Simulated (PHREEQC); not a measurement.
# Copper plating or etch bath: speciation

Solution (25 °C): 2.6 mmol/kgw Cu(NO3)2, 0.17 mmol/kgw H2SO4 and 0.324 mmol/kgw NaCl. Closed to the air; pH follows from the charge balance.

Model: ion-association model, wateq4f.dat, run in PHREEQC.

This is a speciation only: nothing precipitates in the calculation.

**Question.** What pH does the model give?

**Answer.** pH 3.51.

**Question.** In which forms is Cu present?

**Answer.** Cu+2 99 %, CuSO4 1.3 % of the Cu.
